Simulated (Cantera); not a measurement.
Cantera run, input and output.

```python
import numpy as np
import cantera as ct

gas = ct.Solution("gri30.yaml")
gas.TPX = 1298, 120000, {'N2O': 1, 'N2': 0.25}
inlet = ct.Reservoir(gas, clone=True)

reactor = ct.IdealGasConstPressureReactor(gas, energy="off", clone=False)
exhaust = ct.Reservoir(gas, clone=True)
tau = [8.8, 1.4, 0.24, 0.04, 0.0066, 0.0011, 0.00018][0]
for a, b in ((inlet, reactor), (reactor, exhaust)):
    ct.MassFlowController(a, b, mdot=lambda t: reactor.mass / tau)
net = ct.ReactorNet([reactor])
show = ['N2O', 'O', 'NO', 'O2', 'N2']

rows = []
print(f"{'tau/s':>10s}{'T/K':>9s}" + "".join(f"{s:>11s}" for s in show))
for tau in [8.8, 1.4, 0.24, 0.04, 0.0066, 0.0011, 0.00018]:
    net.initial_time = 0.0
    net.advance(30 * tau)
    before = gas.X
    net.advance(40 * tau)
    drift = np.max(np.abs(gas.X - before) / (gas.X + 1e-9))
    rows.append([gas.T, *gas[show].X, drift])
    print(f"{tau:10.3e}{gas.T:9.1f}" + "".join(f"{x:11.3e}" for x in gas[show].X))
```

Output:

```
     tau/s      T/K        N2O          O         NO         O2         N2
 8.800e+00   1298.0  2.699e-02  1.452e-06  2.782e-02  2.619e-01  6.830e-01
 1.400e+00   1298.0  1.247e-01  3.036e-06  4.278e-02  2.194e-01  6.126e-01
 2.400e-01   1298.0  3.779e-01  5.074e-06  3.714e-02  1.318e-01  4.527e-01
 4.000e-02   1298.0  6.624e-01  6.462e-06  1.383e-02  4.209e-02  2.815e-01
 6.600e-03   1298.0  7.727e-01  6.874e-06  2.839e-03  8.305e-03  2.161e-01
 1.100e-03   1298.0  7.953e-01  6.921e-06  4.927e-04  1.427e-03  2.028e-01
 1.800e-04   1298.0  7.992e-01  6.788e-06  7.965e-05  2.301e-04  2.005e-01
```

Detailed kinetics in Cantera: GRI-Mech 3.0 (53 species, 325 reactions). GRI-Mech 3.0 was tuned for natural gas; its chemistry of N2O as a main component is partial and can be far from experiment. The mechanism lacks the step 2 NO + O2 → 2 NO2, which can matter for NO2 below about 1400 K. The temperature is held fixed by assumption; the heat of reaction is taken as removed at once.
